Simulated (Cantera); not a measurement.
A perfectly stirred reactor is fed with H₂ : O₂ = 0.084 : 1 (molar parts), at 0.00168 atm; it is held at 1473 K, and followed from long to short residence time.

Model: GRI-Mech 3.0 (53 species, 325 reactions), integrated in Cantera. Radical loss at walls, strong at low pressure, is not modelled. The temperature is held fixed by assumption; the heat of reaction is taken as removed at once.

Problem. What does this change do: temperature 1473 to 1200 K?

Solution. 
```tsv
quantity	before	after
x(H₂) at τ = 26.0 s	0.000464	0.000274
x(O₂) at τ = 26.0 s	0.905	0.913
x(OH) at τ = 26.0 s	0.00512	0.00187
x(H₂O) at τ = 26.0 s	0.0763	0.0787
x(HO₂) at τ = 26.0 s	1.77e-7	3.61e-7
x(H₂) at τ = 0.360 s	0.00191	0.00200
x(O₂) at τ = 0.360 s	0.863	0.875
x(OH) at τ = 0.360 s	0.00988	0.00473
x(H₂O) at τ = 0.360 s	0.0658	0.0672
x(HO₂) at τ = 0.360 s	2.89e-7	6.09e-7
```
